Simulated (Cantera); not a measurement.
Cantera run:

```python
import numpy as np
import cantera as ct

gas_names = [...]  # 131 gases of nasa_gas.yaml made of C, H, O
cond_names = """
    C(gr) C6H6(L) C7H8(L) C8H18(L),n-octa H2O(s) H2O(L)
""".split()


# ... load() reads the species with a 1 bar reference pressure and builds the phases ...
atoms = {
    'CH4': {'C': 1, 'H': 4},
    'CO2': {'C': 1, 'O': 2},
}
top_T = {'C(gr)': 4500}  # K; cautious upper limits of use, not melting points


# ... equilibrate(T, P, feed) seeds the gas with the atoms and calls Mixture.equilibrate('TP', solver="vcs", rtol=1e-11, max_steps=5000) ...
results = []
feed = {'CH4': 1, 'CO2': 1.8}  # mol
P = 150000  # Pa
for T in [2500, 2750, 3000, 3250, 3500, 3750, 4000, 4250, 4500, 4750, 5000]:
    mix = equilibrate(T, P, feed)
    results.append((T, P, feed, dict(zip(mix.species_names, mix.species_moles))))

top = {s: max(r[3][s] / sum(r[3][g] for g in gas_names) for r in results) for s in gas_names}
cols = sorted((s for s in top if top[s] > 1e-06), key=lambda s: -top[s])[:8]
seen = [c for c in cond_names if any(r[3].get(c, 0) > 1e-12 for r in results)]
print("log10 of partial pressures in bar; condensed amounts in mol")
print(f"{'T/K':>10s}" + "".join(f"{s[:9]:>10s}" for s in cols + seen))
for T, P, feed, n in results:
    ng = sum(n[g] for g in gas_names)
    print(f"{T:10.4g}" + "".join(f"{np.log10(max(n[s] / ng * P / 1e5, 1e-99)):10.3f}" for s in cols)
          + "".join(f"{n.get(c, 0):10.4g}" for c in seen))
```

Result:

```
log10 of partial pressures in bar; condensed amounts in mol
       T/K        CO         H        H2       H2O         O       CO2        OH        O2
      2500    -0.091    -1.786    -0.373    -0.724    -4.416    -1.234    -2.821    -5.154
      2750    -0.093    -1.362    -0.393    -0.731    -3.437    -1.267    -2.270    -4.170
      3000    -0.102    -1.016    -0.429    -0.763    -2.628    -1.305    -1.829    -3.365
      3250    -0.118    -0.737    -0.487    -0.848    -1.974    -1.375    -1.500    -2.744
      3500    -0.143    -0.516    -0.575    -1.031    -1.484    -1.517    -1.309    -2.355
      3750    -0.175    -0.352    -0.706    -1.348    -1.164    -1.752    -1.275    -2.225
      4000    -0.205    -0.243    -0.890    -1.794    -0.982    -2.058    -1.379    -2.309
      4250    -0.227    -0.178    -1.117    -2.320    -0.890    -2.391    -1.572    -2.521
      4500    -0.241    -0.143    -1.364    -2.871    -0.846    -2.718    -1.805    -2.784
      4750    -0.248    -0.125    -1.611    -3.409    -0.825    -3.024    -2.045    -3.057
      5000    -0.252    -0.116    -1.848    -3.915    -0.814    -3.304    -2.276    -3.318
```

Method: chemical equilibrium by Gibbs-energy minimisation in Cantera with the NASA 1993 tables (ideal gas, pure condensed phases).
